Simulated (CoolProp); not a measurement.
R13 along the isotherm -110.15 °C: density (kg/m³) from the reference equation and from simpler models built on Tc = 29.9 °C, pc = 3.973 MPa, ω = 0.175; each cubic takes its own stable root.

The numbers come from the reference Helmholtz-energy equation of state, Platzer 1990 in CoolProp. This equation is an older, rougher fit; its heat capacities, sound speeds and derivatives of the liquid may be far off and weren't checked against measurements.

```csv
p (MPa),phase,reference
0.621,liquid,1627
1.24,liquid,1629
1.86,liquid,1630
2.48,liquid,1631
3.1,liquid,1633
3.72,liquid,1634
4.35,liquid,1635
4.97,liquid,1637
5.59,liquid,1638
6.21,liquid,1639
6.83,liquid,1641
7.45,liquid,1642
8.07,liquid,1643
8.69,liquid,1644
9.31,liquid,1646
9.93,liquid,1647
```

Q: How far does each simpler model (van der Waals, Redlich-Kwong, Soave-Redlich-Kwong, Peng-Robinson) lie from the reference over these 16 states: mean and median of the absolute difference, and the worst?

A: 
- van der Waals: mean 34.2 %, median 34.1 %, worst -34.9 % at -110.15 °C and 0.621 MPa
- Redlich-Kwong: mean 3.5 %, median 3.5 %, worst -3.7 % at -110.15 °C and 0.621 MPa
- Soave-Redlich-Kwong: mean 2.4 %, median 2.4 %, worst -2.5 % at -110.15 °C and 0.621 MPa
- Peng-Robinson: mean 9.8 %, median 9.8 %, worst +9.8 % at -110.15 °C and 9.93 MPa
